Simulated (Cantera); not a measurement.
Equilibrium for iron carbonyl, mercury and lead vapours: HgO + H2 + N2

A closed system holds: 1 mol HgO, 0.044 mol H2, 1.4 mol N2, equilibrated at 12.0 Pa.

These are equilibrium values from Cantera (NASA tables, ideal gas, pure condensed phases), not measurements of a reactor. Candidate condensed phases: H2O, Hg, HgO; 25 gas species. The numbers say what is thermodynamically allowed, not how fast it happens.

```csv
T (K),x N2,x Hg,x O2,x H2O,x NO,x O,x OH
773,0.479,0.342,0.164,0.0151,8.53e-7,<1e-12,1.30e-9
873,0.479,0.342,0.164,0.0151,4.35e-6,7.01e-11,2.34e-8
973,0.479,0.342,0.164,0.0151,1.59e-5,2.50e-9,2.33e-7
1073,0.479,0.342,0.164,0.0151,4.55e-5,4.59e-8,1.51e-6
1173,0.479,0.342,0.164,0.0151,0.000109,5.16e-7,7.16e-6
1273,0.479,0.342,0.163,0.0150,0.000228,3.97e-6,2.65e-5
1373,0.479,0.342,0.163,0.0150,0.000427,2.27e-5,8.13e-5
1473,0.479,0.342,0.163,0.0149,0.000735,0.000103,0.000214
1573,0.478,0.342,0.163,0.0148,0.00118,0.000385,0.000494
1673,0.478,0.342,0.162,0.0144,0.00179,0.00123,0.00103
```
x: gas mole fraction; nothing condenses.

From 773 K to 1673 K nothing is condensed. The main Hg-bearing gas is Hg throughout.
